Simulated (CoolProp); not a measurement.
Vapour-liquid equilibrium of isopentane (1) + toluene (2) at 0.467 MPa; x and y are mole fractions of (1).

Model: multi-fluid Helmholtz-energy mixture model, Lemmon 2006 and Lemmon 2006; pair parameters Bell 2016, in CoolProp.

| x | bubble temperature (°C) | y at the bubble point | dew temperature at overall composition x (°C) | liquid density (mol/L) |
|---|---|---|---|---|
| 0.05 | 163.3 | 0.229 | 172.5 | 7.775 |
| 0.125 | 147.7 | 0.478 | 168.7 | 7.885 |
| 0.2 | 134.6 | 0.639 | 164.8 | 7.962 |
| 0.275 | 124.0 | 0.743 | 160.6 | 8.008 |
| 0.35 | 115.6 | 0.811 | 156.2 | 8.026 |
| 0.425 | 108.8 | 0.857 | 151.3 | 8.022 |
| 0.5 | 103.4 | 0.889 | 146.1 | 8.000 |
| 0.575 | 98.9 | 0.913 | 140.2 | 7.965 |
| 0.65 | 95.0 | 0.932 | 133.6 | 7.921 |
| 0.725 | 91.7 | 0.949 | 126.1 | 7.869 |
| 0.8 | 88.6 | 0.963 | 117.0 | 7.813 |
| 0.875 | 85.7 | 0.977 | 105.8 | 7.755 |
| 0.95 | 82.8 | 0.990 | 91.4 | 7.698 |

No azeotrope shows between x = 0.05 and 0.95.

The pair parameters rest on a limited set of measurements; away from them the model extrapolates.
